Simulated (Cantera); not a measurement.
Mixture: CH4 : C2H6 : C3H8 : O2 : N2 = 1 : 0.17 : 0.087 : 4.97 : 18.7 (molar parts), at 1.00 bar, adiabatic and at constant volume. Ignition delay is the time to a rise of 400 K.

Detailed kinetics in Cantera: GRI-Mech 3.0 (53 species, 325 reactions).

**Question.** Predict: delay at 1323 K; delay at 1398 K; delay at 1473 K; delay at 1548 K; delay at 1623 K; delay at 1698 K; apparent activation energy between 1548 and 1698 K.

**Answer.** 
```json
{
 "delay at 1323 K": "0.567 ms",
 "delay at 1398 K": "0.263 ms",
 "delay at 1473 K": "0.135 ms",
 "delay at 1548 K": "76.1 µs",
 "delay at 1623 K": "46.7 µs",
 "delay at 1698 K": "30.7 µs",
 "apparent activation energy between 1548 and 1698 K": "130 kJ/mol"
}
```
